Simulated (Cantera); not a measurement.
An isothermal, constant-pressure homogeneous reactor starts with 1.26 % H₂, 30.7 % O₂, 67.5 % N₂, 0.583 % H₂O, equivalence ratio 0.021, at 1350 K and 1.73 Torr.

Detailed kinetics in Cantera: the H2/O2 subset of GRI-Mech 3.0, which has no nitrogen chemistry. Radical loss at walls, strong at low pressure, is not modelled.

### Question
Predict: x(H₂) at 2.00 s; x(O₂) at 2.00 s; x(HO₂) at 2.00 s; x(H₂O) at 2.00 s; x(H₂O₂) at 2.00 s.

### Answer
| Item | Value |
|---|---|
| x(H₂) at 2.00 s | 0.000204 (gas-phase equilibrium 1.44e-7) |
| x(O₂) at 2.00 s | 0.297 (gas-phase equilibrium 0.302) |
| x(HO₂) at 2.00 s | 9.11e-8 (gas-phase equilibrium 7.32e-9) |
| x(H₂O) at 2.00 s | 0.0169 (gas-phase equilibrium 0.0185) |
| x(H₂O₂) at 2.00 s | 3.18e-9 (gas-phase equilibrium 3.87e-11) |
